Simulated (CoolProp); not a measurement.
Vapour-liquid equilibrium of benzene (1) + dimethyl carbonate (2) at 288.6 K; x and y are mole fractions of (1).

Values from CoolProp's multi-fluid Helmholtz-energy mixture model, Thol 2012 and Zhou 2011; pair parameters Bell 2016.

```json
[
 {"x": "0.05", "bubble pressure, mixture model (MPa)": "?", "bubble pressure, Raoult's law (MPa)": "0.004547", "y, mixture model": "0.127", "y, Raoult's law": "0.088"},
 {"x": "0.125", "bubble pressure, mixture model (MPa)": "0.005273", "bubble pressure, Raoult's law (MPa)": "0.004822", "y, mixture model": "?", "y, Raoult's law": "0.208"},
 {"x": "0.2", "bubble pressure, mixture model (MPa)": "0.005716", "bubble pressure, Raoult's law (MPa)": "0.005096", "y, mixture model": "0.378", "y, Raoult's law": "0.315"},
 {"x": "0.275", "bubble pressure, mixture model (MPa)": "?", "bubble pressure, Raoult's law (MPa)": "0.005371", "y, mixture model": "0.463", "y, Raoult's law": "0.411"},
 {"x": "0.35", "bubble pressure, mixture model (MPa)": "?", "bubble pressure, Raoult's law (MPa)": "0.005645", "y, mixture model": "0.533", "y, Raoult's law": "0.498"},
 {"x": "0.425", "bubble pressure, mixture model (MPa)": "0.006718", "bubble pressure, Raoult's law (MPa)": "0.005920", "y, mixture model": "0.594", "y, Raoult's law": "0.576"},
 {"x": "0.5", "bubble pressure, mixture model (MPa)": "0.006973", "bubble pressure, Raoult's law (MPa)": "0.006194", "y, mixture model": "0.649", "y, Raoult's law": "0.648"},
 {"x": "0.575", "bubble pressure, mixture model (MPa)": "0.007198", "bubble pressure, Raoult's law (MPa)": "0.006469", "y, mixture model": "0.699", "y, Raoult's law": "0.713"},
 {"x": "0.65", "bubble pressure, mixture model (MPa)": "0.007398", "bubble pressure, Raoult's law (MPa)": "0.006743", "y, mixture model": "0.748", "y, Raoult's law": "0.773"},
 {"x": "0.725", "bubble pressure, mixture model (MPa)": "0.007575", "bubble pressure, Raoult's law (MPa)": "0.007018", "y, mixture model": "?", "y, Raoult's law": "0.829"},
 {"x": "0.8", "bubble pressure, mixture model (MPa)": "0.007730", "bubble pressure, Raoult's law (MPa)": "0.007292", "y, mixture model": "0.847", "y, Raoult's law": "0.880"},
 {"x": "0.875", "bubble pressure, mixture model (MPa)": "?", "bubble pressure, Raoult's law (MPa)": "0.007567", "y, mixture model": "0.900", "y, Raoult's law": "0.928"},
 {"x": "0.95", "bubble pressure, mixture model (MPa)": "?", "bubble pressure, Raoult's law (MPa)": "0.007842", "y, mixture model": "0.958", "y, Raoult's law": "0.972"}
]
```

Task: Complete the blanks.

Result: 
- 0.05, bubble pressure, mixture model (MPa): 0.004756
- 0.125, y, mixture model: 0.270
- 0.275, bubble pressure, mixture model (MPa): 0.006098
- 0.35, bubble pressure, mixture model (MPa): 0.006429
- 0.725, y, mixture model: 0.797
- 0.875, bubble pressure, mixture model (MPa): 0.007862
- 0.95, bubble pressure, mixture model (MPa): 0.007970

The largest gap from Raoult's law is +13.9 % in bubble pressure, at x = 0.35. No azeotrope shows between x = 0.05 and 0.95.

The pair parameters rest on a limited set of measurements; away from them the model extrapolates.
